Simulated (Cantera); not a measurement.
Feed: 1 mol SiO2, 12 mol F2, 26 mol H2, held at 825 °C and 37000 Pa.

Equilibrium computed with Cantera from the NASA thermochemical tables; the gas is ideal and each condensed phase is pure. Candidate condensed phases: H2O, Si, SiO2; 38 gas species. Equilibrium is a limit: real reactors are often held back by kinetics, nucleation or transport.

Base state: HF 0.541, H2 0.378, H2O 0.0541, SiF4 0.0270 (mole fractions); condensed: gas only.

**Question.** What changes in the equilibrium state with this change: F2 from 12 to 6 mol?

**Answer.** 
```
species  before   after
-------  ------  ------
H2        0.378   0.645
HF        0.541   0.258
H2O      0.0541  0.0645
SiF4     0.0270  0.0323
```

**Question.** What changes in the equilibrium state with this change: pressure from 37000 Pa to 15.0 Pa?

**Answer.** 
```csv
species,before,after
HF,0.541,0.571
H2,0.378,0.375
H2O,0.0541,0.0358
SiF4,0.0270,0.0179
"SiO2(β-quartz), mol",0,0.333
```

**Question.** What changes in the equilibrium state with this change: F2 from 12 to 4.5 mol?

**Answer.** 
```
species  before   after
-------  ------  ------
H2        0.378   0.729
HF        0.541   0.169
H2O      0.0541  0.0678
SiF4     0.0270  0.0339
```
